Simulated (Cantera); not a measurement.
Thermodynamics of carbothermic reduction, feed Fe2O3 + C + CO

A closed system holds: 1 mol Fe2O3, 0.42 mol C, 0.19 mol CO, at 1.00 bar.

These are equilibrium values from Cantera (NASA tables, ideal gas, pure condensed phases), not measurements of a reactor. Candidate condensed phases: C, Fe, Fe(CO)5, FeO, Fe2O3, Fe3O4; 15 gas species. Mutual solubility and eutectic melting of coexisting phases are not modelled. The tables' stoichiometric FeO is somewhat more stable than real wüstite, so its field is too wide. FeO: taken at fixed stoichiometry. Rates play no part.

From 1125 K to 1325 K the condensed part is FeO(s) + Fe3O4(s). From 1425 K to 1625 K the condensed part is FeO(s). From 1725 K to 1825 K the condensed part is FeO(l).

| T (K) | x CO2 | x CO | x O2 | x O | x Fe | x FeO | n FeO(s) | n Fe3O4(s) | n FeO(l) |
|---|---|---|---|---|---|---|---|---|---|
| 1125 | 0.948 | 0.0522 | <1e-12 | <1e-12 | <1e-12 | <1e-12 | 1.99 | 0.00183 | 0 |
| 1225 | 0.949 | 0.0512 | <1e-12 | <1e-12 | 1.20e-12 | <1e-12 | 2.00 | 0.00121 | 0 |
| 1325 | 0.950 | 0.0501 | 2.24e-11 | 1.30e-12 | 2.11e-11 | 1.27e-12 | 2.00 | 0.000581 | 0 |
| 1425 | 0.951 | 0.0492 | 8.38e-10 | 4.02e-11 | 2.46e-10 | 3.06e-11 | 2.00 | 0 | 0 |
| 1525 | 0.951 | 0.0492 | 1.87e-8 | 7.75e-10 | 2.08e-9 | 4.81e-10 | 2.00 | 0 | 0 |
| 1625 | 0.951 | 0.0492 | 2.84e-7 | 1.04e-8 | 1.35e-8 | 5.30e-9 | 2.00 | 0 | 0 |
| 1725 | 0.951 | 0.0492 | 3.12e-6 | 1.03e-7 | 6.45e-8 | 4.06e-8 | 0 | 0 | 2.00 |
| 1825 | 0.951 | 0.0492 | 2.63e-5 | 7.88e-7 | 2.52e-7 | 2.40e-7 | 0 | 0 | 2.00 |
x: gas mole fraction; n: condensed amount in mol.
